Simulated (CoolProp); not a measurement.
Vapour-liquid equilibrium of p-xylene (1) + n-decane (2) at 0.198 MPa; x and y are mole fractions of (1).

Computed with CoolProp (multi-fluid Helmholtz-energy mixture model, Zhou 2012 and Lemmon 2006; pair parameters Bell 2016).

```
x     bubble temperature (°C)  y at the bubble point  dew temperature at overall composition x (°C)  liquid density (mol/L)
----  -----------------------  ---------------------  ---------------------------------------------  ----------------------
0.05                    199.7                  0.100                                          201.1                   4.152
0.15                    194.6                  0.273                                          198.3                   4.357
0.25                    190.0                      …                                          195.3                   4.575
0.35                    185.7                  0.537                                          192.2                   4.806
0.45                        …                  0.639                                          188.8                   5.054
0.55                    178.4                  0.725                                              …                   5.320
0.65                    175.1                  0.800                                          181.4                   5.607
0.75                    172.1                  0.866                                          177.3                   5.919
0.85                    169.2                  0.924                                          172.8                   6.259
0.95                    166.6                  0.976                                          167.9                   6.633
```

### Question
What belongs in the gaps?

### Answer

- 0.25, y at the bubble point: 0.417
- 0.45, bubble temperature (°C): 181.9
- 0.55, dew temperature at overall composition x (°C): 185.3

No azeotrope shows between x = 0.05 and 0.95.

Pair parameters are fitted to limited data, so mixtures are less certain than the pure fluids.
